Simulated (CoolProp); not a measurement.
A single-stage vapour-compression cycle with c-C4F8 (RC318): evaporating at 258.15 K (dew point), condensing at 294.15 K (bubble point), superheat 2 K, subcooling 5 K, compressor efficiency 0.8, no pressure losses. Each further row changes one setting.

Values from CoolProp's reference Helmholtz-energy equation of state, Platzer 1990. This equation is an older, rougher fit; its heat capacities, sound speeds and derivatives of the liquid may be far off and weren't checked against measurements.

```json
[
 {"case": "as stated", "cooling COP": "4.88", "pressure ratio": "4.00", "discharge temperature (K)": "294.1", "refrigerating effect (kJ/kg)": "88.7", "volumetric capacity (kJ/m³)": "581"},
 {"case": "evaporating temperature 263.15 K", "cooling COP": "5.96", "pressure ratio": "3.21", "discharge temperature (K)": "294.1", "refrigerating effect (kJ/kg)": "92.1", "volumetric capacity (kJ/m³)": "742"},
 {"case": "condensing temperature 289.15 K", "cooling COP": "5.88", "pressure ratio": "3.38", "discharge temperature (K)": "289.2", "refrigerating effect (kJ/kg)": "94.1", "volumetric capacity (kJ/m³)": "617"},
 {"case": "subcooling 10 K", "cooling COP": "5.17", "pressure ratio": "4.00", "discharge temperature (K)": "294.1", "refrigerating effect (kJ/kg)": "94.1", "volumetric capacity (kJ/m³)": "617"},
 {"case": "superheat 12 K", "cooling COP": "5.00", "pressure ratio": "4.00", "discharge temperature (K)": "298.8", "refrigerating effect (kJ/kg)": "96.0", "volumetric capacity (kJ/m³)": "604"},
 {"case": "compressor efficiency 0.7", "cooling COP": "4.27", "pressure ratio": "4.00", "discharge temperature (K)": "294.1", "refrigerating effect (kJ/kg)": "88.7", "volumetric capacity (kJ/m³)": "581"}
]
```

The compression ends wet for: as stated; evaporating temperature 263.15 K; condensing temperature 289.15 K; subcooling 10 K; compressor efficiency 0.7.
